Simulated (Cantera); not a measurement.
An isothermal, constant-pressure homogeneous reactor starts with CO : O2 : H2O : N2 = 0.002 : 0.0025 : 0.0063 : 1 (molar parts), equivalence ratio 0.40, at 1100 K and 7.40 bar.

Model: GRI-Mech 3.0 (53 species, 325 reactions), integrated in Cantera.

One state of this run: x CO = 0.00142; x O2 = 0.00220; x H2O = 0.00622; x H2O2 = 7.34e-8; x N2O = 1.27e-7; x OH = 9.09e-8; x NO = 8.14e-11. x: mole fraction; the columns are a selection and need not sum to one.

Problem. Which value of t (s) does it belong to?
A) 0.0132
B) 0.00375
C) 0.162
D) 0.570

Solution. C, 0.162
